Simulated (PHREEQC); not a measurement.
Model water analysis in mg/L, 25 °C, pH 6.32, pe -2: Na 1.84; K 0.00406; Ca 0.561; Mg 0.909; Cl 4.21; S(6) as SO4 1.16; Alkalinity as HCO3 2.51; Mn(2) 0.283.

Valence states are taken as typed.

The numbers come from PHREEQC with the ion-association model, phreeqc.dat.

Precipitation was switched off in this run.

Question: Estimate the charge-balance error.

Answer: charge-balance error 2.4 %.

Question: In which forms is C present?

Answer: CO2 51 %, HCO3- 49 % of the C.

Species that the database lacks are ignored.
